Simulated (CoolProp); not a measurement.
Vapour-liquid equilibrium of ethanol (1) + toluene (2) at 472.2 K; x and y are mole fractions of (1).

Values from CoolProp's multi-fluid Helmholtz-energy mixture model, Schroeder 2014 and Lemmon 2006; pair parameters Bell 2016.

```csv
x,bubble pressure (MPa),y at the bubble point,dew pressure at overall composition x (MPa),liquid density (mol/L)
0.05,1.017,0.265,(withheld),7.449
0.15,1.448,(withheld),(withheld),7.655
0.25,(withheld),(withheld),0.9970,7.888
0.35,1.975,0.648,(withheld),8.157
0.45,2.156,0.695,1.356,8.478
0.55,2.316,0.739,1.630,8.868
0.65,(withheld),0.785,1.984,9.348
0.75,2.608,0.837,(withheld),9.943
0.85,2.744,0.896,2.641,10.68
0.95,2.869,0.963,2.846,11.58
```

Complete the blanks.


- 0.05, dew pressure at overall composition x (MPa): 0.7791
- 0.15, y at the bubble point: 0.487
- 0.15, dew pressure at overall composition x (MPa): 0.8761
- 0.25, bubble pressure (MPa): 1.751
- 0.25, y at the bubble point: 0.587
- 0.35, dew pressure at overall composition x (MPa): 1.152
- 0.65, bubble pressure (MPa): 2.465
- 0.75, dew pressure at overall composition x (MPa): 2.352

No azeotrope shows between x = 0.05 and 0.95.

Pair parameters are fitted to limited data, so mixtures are less certain than the pure fluids.
